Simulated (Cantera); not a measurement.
## Hydrocarbon pyrolysis for carbon deposition

An isothermal, constant-pressure homogeneous reactor starts with CH₄ : N₂ = 1 : 33 (molar parts), at 1573 K and 0.0120 bar.

Cantera simulation using GRI-Mech 3.0 (53 species, 325 reactions); the numbers are that mechanism's predictions, not measurements. GRI-Mech 3.0 stops at C3 and has no aromatics, soot or wall deposition, so with more carbon than oxygen in the feed, carbon stays in small species such as C2H2 where larger ones or solid carbon would form. Radical loss at walls, strong at low pressure, is not modelled.

| t (s) | x CH₄ | x C₂H₂ | x C₂H₄ | x H | x H₂ | x CH₂ |
|---|---|---|---|---|---|---|
| 2.00e-6 | 0.0294 | <1e-12 | <1e-12 | 9.44e-10 | 8.14e-12 | <1e-12 |
| 2.00e-5 | 0.0294 | <1e-12 | <1e-12 | 8.76e-9 | 7.58e-10 | <1e-12 |
| 0.000200 | 0.0294 | <1e-12 | <1e-12 | 4.61e-8 | 4.90e-8 | <1e-12 |
| 0.00200 | 0.0294 | <1e-12 | 8.76e-11 | 5.68e-8 | 8.95e-7 | 8.73e-12 |
| 0.0200 | 0.0294 | 1.23e-9 | 1.03e-7 | 6.08e-8 | 9.66e-6 | 5.78e-10 |
| 0.200 | 0.0290 | 1.30e-5 | 8.80e-5 | 5.05e-7 | 0.000307 | 4.30e-8 |
| 2.00 | 0.0133 | 0.00742 | 0.000316 | 2.06e-5 | 0.0230 | 1.49e-7 |
| 20.0 | 0.000918 | 0.0138 | 2.96e-6 | 5.93e-5 | 0.0415 | 3.36e-8 |
| 200 | 4.21e-5 | 0.0143 | 1.03e-6 | 7.68e-5 | 0.0428 | 2.49e-9 |
x: mole fraction; the columns are a selection and need not sum to one.

Equilibrium at this temperature and pressure: CH₄ 2.02e-6, C₂H₂ 0.00225, C₂H₄ 1.63e-7, H 7.73e-5, H₂ 0.0428, CH₂ 1.21e-10 (gas phase only).
